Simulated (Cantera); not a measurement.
Input (Python, Cantera) and output of one run.

```python
import numpy as np
import cantera as ct

gas_names = """
    H HNO HNO2 HNO3 HO2 H2 H2O H2O2 N NH NH2 NH3 NH2OH NO NO2 NO3 N2 N2H2 N2H4 N2O O OH O2 O3 Si SiH
    SiH2 SiH3 SiH4 SiN SiO SiO2 Si2 Si2N Si3
""".split()
cond_names = """
    H2O(s) H2O(L) Si(cr) Si(L) SiO2(Lqz) SiO2(hqz) SiO2(L) Si2N2O(s) Si3N4(a)
""".split()


# ... load() reads the species with a 1 bar reference pressure and builds the phases ...
atoms = {
    'SiH4': {'Si': 1, 'H': 4},
    'N2O': {'N': 2, 'O': 1},
}
top_T = {'Si2N2O(s)': 2100, 'Si3N4(a)': 2400}  # K; cautious upper limits of use, not melting points


# ... equilibrate(T, P, feed) seeds the gas with the atoms and calls Mixture.equilibrate('TP', solver="vcs", rtol=1e-11, max_steps=5000) ...
results = []
feed = {'SiH4': 1, 'N2O': 4.6}  # mol
P = 30  # Pa
for T in [598, 698, 798, 898, 998, 1098, 1198, 1298]:
    mix = equilibrate(T, P, feed)
    results.append((T, P, feed, dict(zip(mix.species_names, mix.species_moles))))
    x = sorted(zip(gas.X, gas.species_names), reverse=True)
    print(f"T = {T:g} K  P = {P:g} Pa  gas = {mix.phase_moles(0):.4g} mol")
    print("   x: " + "  ".join(f"{s} {v:.3e}" for v, s in x if v > 1e-06))
    print("   condensed (mol): " + ("  ".join(f"{mix.phase(i).name} {mix.phase_moles(i):.4g}"
          for i in range(1, mix.n_phases) if mix.phase_moles(i) > 1e-12) or "none"))
```

Output:

```
T = 598 K  P = 30 Pa  gas = 6.9 mol
   x: N2 6.667e-01  H2O 2.899e-01  O2 4.348e-02
   condensed (mol): SiO2(Lqz) 1
T = 698 K  P = 30 Pa  gas = 6.9 mol
   x: N2 6.667e-01  H2O 2.899e-01  O2 4.348e-02
   condensed (mol): SiO2(Lqz) 1
T = 798 K  P = 30 Pa  gas = 6.9 mol
   x: N2 6.667e-01  H2O 2.899e-01  O2 4.348e-02
   condensed (mol): SiO2(Lqz) 1
T = 898 K  P = 30 Pa  gas = 6.9 mol
   x: N2 6.667e-01  H2O 2.899e-01  O2 4.348e-02  NO 3.756e-06
   condensed (mol): SiO2(hqz) 1
T = 998 K  P = 30 Pa  gas = 6.9 mol
   x: N2 6.667e-01  H2O 2.899e-01  O2 4.347e-02  NO 1.281e-05
   condensed (mol): SiO2(hqz) 1
T = 1098 K  P = 30 Pa  gas = 6.9 mol
   x: N2 6.666e-01  H2O 2.899e-01  O2 4.346e-02  NO 3.493e-05  OH 5.743e-06
   condensed (mol): SiO2(hqz) 1
T = 1198 K  P = 30 Pa  gas = 6.9 mol
   x: N2 6.666e-01  H2O 2.898e-01  O2 4.343e-02  NO 8.056e-05  OH 2.541e-05
   condensed (mol): SiO2(hqz) 1
T = 1298 K  P = 30 Pa  gas = 6.9 mol
   x: N2 6.666e-01  H2O 2.898e-01  O2 4.338e-02  NO 1.633e-04  OH 8.943e-05  H2 6.729e-06  O 2.052e-06
   condensed (mol): SiO2(hqz) 1
```

Method: chemical equilibrium by Gibbs-energy minimisation in Cantera with the NASA 1993 tables (ideal gas, pure condensed phases). The tables hold silica as quartz up to 1696 K and as liquid above; real silica turns to tridymite and cristobalite and melts near 1996 K.
